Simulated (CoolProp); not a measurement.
A simple Rankine cycle with trans-2-butene: condensing at 304.15 K, boiler at 1.9 MPa, turbine inlet 387.3 K, turbine efficiency 0.75, pump efficiency 0.6, no recuperator. Each further row changes one setting.

The numbers come from the reference Helmholtz-energy equation of state, Lemmon 2005 in CoolProp. It is a short technical equation, of lower accuracy than the large ones.

```csv
case,thermal efficiency (%),net work (kJ/kg),heat in (kJ/kg),turbine exit temperature (K),volume ratio over the turbine
as stated,12.2,56.9,468,324.7,7.60
turbine inlet 407.3 K,12.3,63.8,518,348.9,7.19
condensing temperature 296.15 K,13.3,64.8,487,318.7,9.68
boiler pressure 1.33 MPa,10.5,51.8,493,341.8,4.86
turbine efficiency 0.65,10.4,48.7,468,329.4,7.74
```
